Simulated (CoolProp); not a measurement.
Vapour-liquid equilibrium of o-xylene (1) + n-decane (2) at 0.0218 bar; x and y are mole fractions of (1).

Computed with CoolProp (multi-fluid Helmholtz-energy mixture model, Zhou 2012 and Lemmon 2006; pair parameters Bell 2016).

| x | bubble temperature (°C) | y at the bubble point | dew temperature at overall composition x (°C) | liquid density (mol/L) |
|---|---|---|---|---|
| 0.05 | 64.6 | 0.154 | 66.2 | 4.991 |
| 0.125 | 61.5 | 0.338 | 65.1 | 5.169 |
| 0.2 | 58.7 | 0.478 | 63.9 | 5.355 |
| 0.275 | 56.2 | 0.586 | 62.6 | 5.550 |
| 0.35 | 53.9 | 0.672 | 61.3 | 5.755 |
| 0.425 | 51.9 | 0.740 | 59.8 | 5.970 |
| 0.5 | 50.1 | 0.795 | 58.2 | 6.197 |
| 0.575 | 48.4 | 0.841 | 56.5 | 6.437 |
| 0.65 | 46.9 | 0.880 | 54.5 | 6.692 |
| 0.725 | 45.5 | 0.912 | 52.4 | 6.962 |
| 0.8 | 44.2 | 0.941 | 49.9 | 7.251 |
| 0.875 | 43.0 | 0.965 | 47.1 | 7.559 |
| 0.95 | 41.8 | 0.987 | 43.7 | 7.889 |

No azeotrope shows between x = 0.05 and 0.95.

Pair parameters are fitted to limited data, so mixtures are less certain than the pure fluids.
